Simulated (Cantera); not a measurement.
An isothermal, constant-pressure homogeneous reactor starts with CH4 : CO2 : H2 = 1 : 0.38 : 0.17 (molar parts), at 1373 K and 3750 Torr.

Detailed kinetics in Cantera: GRI-Mech 3.0 (53 species, 325 reactions). GRI-Mech 3.0 stops at C3 and has no aromatics, soot or wall deposition, so with more carbon than oxygen in the feed, carbon stays in small species such as C2H2 where larger ones or solid carbon would form.

Predict: x(CH4) at 10.0 s; x(CO2) at 10.0 s; x(H2) at 10.0 s.


```
Property                                          Result
----------------  --------------------------------------
x(CH4) at 10.0 s     0.350 (gas-phase equilibrium 0.249)
x(CO2) at 10.0 s  0.0571 (gas-phase equilibrium 2.07e-5)
x(H2) at 10.0 s      0.198 (gas-phase equilibrium 0.417)
```
